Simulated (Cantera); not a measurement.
Predominance diagram of Na at 1275 K against the partial pressures of O2 and S2 (log10, bar). Source: NASA polynomial tables (part measured, part estimated), evaluated in Cantera. Candidates: Na(l), Na2O(s), Na2S(s), Na2SO4(l). Only these pure phases compete in this equilibrium. Not in the tables: pyrosulfates.

Q: Which phase is stable at these pairs, and which metal-bearing vapour leads over it? (-6.3, -10.8); (-12.6, -3.3); (-12.6, -9.8); (-16.4, -13); (-24, -5.5); (-26.5, -13); (-17.7, -5.5)

A: 
```
log p(O2)  log p(S2)      phase  chief vapour  log p (bar)
---------  ---------  ---------  ------------  -----------
-6.3           -10.8  Na2SO4(l)        Na2SO4         -6.2
-12.6           -3.3    Na2S(s)            Na         -4.4
-12.6           -9.8    Na2S(s)            Na         -2.8
-16.4            -13    Na2S(s)            Na         -2.0
-24             -5.5    Na2S(s)            Na         -3.8
-26.5            -13    Na2S(s)            Na         -2.0
-17.7           -5.5    Na2S(s)            Na         -3.8
```
